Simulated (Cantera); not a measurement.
Thermodynamics of silicon etching in halogen gases, feed Si + Cl2

Input: 1 mol Si, 9.8 mol Cl2, held at 1175 °C and 1.50e-5 bar.

Method: chemical equilibrium by Gibbs-energy minimisation in Cantera with the NASA 1993 tables (ideal gas, pure condensed phases). Candidate condensed phases: Si; 9 gas species. The tables' values for SiCl3 are old estimates; treat these amounts as uncertain. Equilibrium is a limit: real reactors are often held back by kinetics, nucleation or transport.

The x(Cl) is 0.932 and the x(SiCl4) is 0.0578. The x(Cl2) is 0.00787. The x(SiCl3) comes out as 0.00240 and the x(SiCl2) comes out as 0.000365. The gas amount is 16.52 mol and the log10 activity of Si(s) (absent) is -9.29.
